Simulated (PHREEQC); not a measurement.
## Brine

A solution holds 3.6 mol LiCl and 0.1 mol MgCl2 per kg of water, at 35 °C. Closed to the air; pH follows from the charge balance.

Model: Pitzer model, pitzer.dat, run in PHREEQC.

No solid was allowed to form.

Task: Estimate the activity of water, osmotic coefficient, density.

Result: activity of water 0.828; osmotic coefficient 1.398; density 1.076 g/cm³.
